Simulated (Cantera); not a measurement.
What does this Cantera script print?

```python
import numpy as np
import cantera as ct

gas = ct.Solution("h2o2.yaml")
gas.TPX = 325, 25000, {'H2': 1, 'O2': 0.5, 'N2': 1.88}
flame = ct.FreeFlame(gas, width=0.11)
flame.set_refine_criteria(ratio=3, slope=0.08, curve=0.16)
flame.transport_model = "mixture-averaged"
flame.solve(loglevel=0, auto=True)
flame.transport_model = "multicomponent"
flame.soret_enabled = False
flame.solve(loglevel=0, refine_grid=True)
z, T = flame.grid, flame.T
thick = (T[-1] - T[0]) / np.gradient(T, z).max()
show = ['H2', 'O2', 'H2O2', 'HO2', 'OH', 'H2O']
print(f"laminar burning velocity  {flame.velocity[0] * 100:.3f} cm/s")
print(f"burnt temperature         {T[-1]:.1f} K")
print(f"thermal thickness         {thick * 1e3:.4f} mm")
print(f"grid points               {len(z)}")
z0 = z[flame.heat_release_rate.argmax()]
print(f"{'z/mm':>9s}{'T/K':>9s}{'u/(m/s)':>9s}" + "".join(f"{s:>11s}" for s in show))
rows = []
for k in (-3, -2, -1.5, -1, -0.5, -0.25, 0, 0.25, 0.5, 1, 2, 4, 8):
    zz = z0 + k * thick
    rows.append([k * thick, np.interp(zz, z, T), np.interp(zz, z, flame.velocity),
                 *(np.interp(zz, z, flame.X[gas.species_index(s)]) for s in show)])
    print(f"{rows[-1][0] * 1e3:9.3f}{rows[-1][1]:9.1f}{rows[-1][2]:9.3f}" + "".join(f"{x:11.3e}" for x in rows[-1][3:]))
```

Result:

```
laminar burning velocity  237.471 cm/s
burnt temperature         2346.7 K
thermal thickness         2.2507 mm
grid points               126
     z/mm      T/K  u/(m/s)         H2         O2       H2O2        HO2         OH        H2O
   -6.752    325.0    2.375  2.959e-01  1.479e-01  3.534e-16  6.850e-15  4.330e-18  1.696e-14
   -4.501    325.0    2.375  2.959e-01  1.479e-01  1.180e-14  2.324e-13  1.729e-16  1.006e-12
   -3.376    325.0    2.375  2.959e-01  1.479e-01  9.829e-13  1.873e-11  1.088e-14  6.982e-11
   -2.251    325.0    2.375  2.958e-01  1.479e-01  2.048e-10  3.782e-09  1.423e-11  1.122e-08
   -1.125    328.5    2.394  2.939e-01  1.483e-01  1.537e-06  1.999e-05  1.809e-06  5.068e-05
   -0.563    559.9    3.981  2.628e-01  1.445e-01  5.946e-05  1.259e-04  9.139e-04  1.606e-02
    0.000   1045.1    7.151  1.543e-01  1.075e-01  1.672e-06  3.418e-05  2.037e-03  1.029e-01
    0.563   1357.7    9.176  6.091e-02  4.767e-02  1.571e-06  1.289e-05  6.863e-03  2.097e-01
    1.125   1498.8   10.067  4.462e-02  3.276e-02  1.150e-06  7.756e-06  9.658e-03  2.357e-01
    2.251   1645.9   10.957  4.386e-02  2.816e-02  6.430e-07  5.565e-06  1.217e-02  2.459e-01
    4.501   1801.0   11.864  4.294e-02  2.441e-02  3.232e-07  3.988e-06  1.419e-02  2.565e-01
    9.003   1950.9   12.709  3.978e-02  2.057e-02  1.737e-07  2.788e-06  1.516e-02  2.690e-01
   18.006   2090.8   13.474  3.466e-02  1.671e-02  1.055e-07  1.918e-06  1.486e-02  2.828e-01
```

Computed with Cantera and the H2/O2 subset of GRI-Mech 3.0, which has no nitrogen chemistry. Burning velocities carry a grid error of a few per cent, more on coarse grids.
